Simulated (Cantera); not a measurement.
A perfectly stirred reactor is fed with 5.44 % CO, 3.05 % H2, 5.99 % CH4, 18.0 % O2, 67.5 % N2, equivalence ratio 0.90, at 260000 Pa; it is adiabatic with a 500 K inlet, and is followed from long to short residence time, starting on the burning branch (τ in s: 0.036, 0.017, 0.0076, 0.0035, 0.0016, 0.00073, 0.00034, 0.00015, 7.1e-05, 3.2e-05).

Model: GRI-Mech 3.0 (53 species, 325 reactions), integrated in Cantera.

Q: Predict: blow-out, bracketed by the residence times tried; x(CO) at τ = 36.0 ms; x(H2) at τ = 36.0 ms; x(CH4) at τ = 36.0 ms; x(NO2) at τ = 36.0 ms; x(CO) at τ = 0.730 ms; x(H2) at τ = 0.730 ms; x(CH4) at τ = 0.730 ms; x(CH2CO) at τ = 0.730 ms; x(NO2) at τ = 0.730 ms.

A: 
| Property | Value |
|---|---|
| blow-out, bracketed by the residence times tried | burning at 32.0 µs, the shortest tried |
| x(CO) at τ = 36.0 ms | 0.00749 |
| x(H2) at τ = 36.0 ms | 0.00178 |
| x(CH4) at τ = 36.0 ms | 2.00e-6 |
| x(NO2) at τ = 36.0 ms | 1.27e-6 |
| x(CO) at τ = 0.730 ms | 0.0194 |
| x(H2) at τ = 0.730 ms | 0.00493 |
| x(CH4) at τ = 0.730 ms | 4.61e-5 |
| x(CH2CO) at τ = 0.730 ms | 2.76e-8 |
| x(NO2) at τ = 0.730 ms | 1.17e-7 |
